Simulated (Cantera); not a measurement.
An adiabatic, constant-volume homogeneous reactor starts with CH4 : O2 : N2 = 1 : 3.08 : 11.6 (molar parts), equivalence ratio 0.65, at 1425 K and 2030 Torr. Integrator tolerance rtol = 1e-08.

Computed with Cantera and GRI-Mech 3.0 (53 species, 325 reactions).

What does this change do: 0.032 parts H2 added?


```csv
quantity,before,after
time of steepest temperature rise,0.949 ms,0.789 ms
temperature at 0.400 s,2750 K,2756 K
equilibrium temperature,2750 K,2756 K
x(CH4) at 0.400 s,<1e-12 (gas-phase equilibrium <1e-12),<1e-12 (gas-phase equilibrium <1e-12)
x(O2) at 0.400 s,0.0607 (gas-phase equilibrium 0.0607),0.0597 (gas-phase equilibrium 0.0597)
x(C2H4) at 0.400 s,<1e-12 (gas-phase equilibrium <1e-12),<1e-12 (gas-phase equilibrium <1e-12)
x(H2O2) at 0.400 s,7.39e-7 (gas-phase equilibrium 7.39e-7),7.52e-7 (gas-phase equilibrium 7.52e-7)
x(NO) at 0.400 s,0.0177 (gas-phase equilibrium 0.0177),0.0177 (gas-phase equilibrium 0.0177)
x(CH3) at 0.400 s,<1e-12 (gas-phase equilibrium <1e-12),<1e-12 (gas-phase equilibrium <1e-12)
```

What does this change do: 0.19 parts H2 added?


```json
[
 {"quantity": "time of steepest temperature rise", "before": "0.949 ms", "after": "0.372 ms"},
 {"quantity": "temperature at 0.400 s", "before": "2750 K", "after": "2785 K"},
 {"quantity": "equilibrium temperature", "before": "2750 K", "after": "2785 K"},
 {"quantity": "x(CH4) at 0.400 s", "before": "<1e-12 (gas-phase equilibrium <1e-12)", "after": "<1e-12 (gas-phase equilibrium <1e-12)"},
 {"quantity": "x(O2) at 0.400 s", "before": "0.0607 (gas-phase equilibrium 0.0607)", "after": "0.0551 (gas-phase equilibrium 0.0551)"},
 {"quantity": "x(C2H4) at 0.400 s", "before": "<1e-12 (gas-phase equilibrium <1e-12)", "after": "<1e-12 (gas-phase equilibrium <1e-12)"},
 {"quantity": "x(H2O2) at 0.400 s", "before": "7.39e-7 (gas-phase equilibrium 7.39e-7)", "after": "8.10e-7 (gas-phase equilibrium 8.10e-7)"},
 {"quantity": "x(NO) at 0.400 s", "before": "0.0177 (gas-phase equilibrium 0.0177)", "after": "0.0176 (gas-phase equilibrium 0.0176)"},
 {"quantity": "x(CH3) at 0.400 s", "before": "<1e-12 (gas-phase equilibrium <1e-12)", "after": "<1e-12 (gas-phase equilibrium <1e-12)"}
]
```
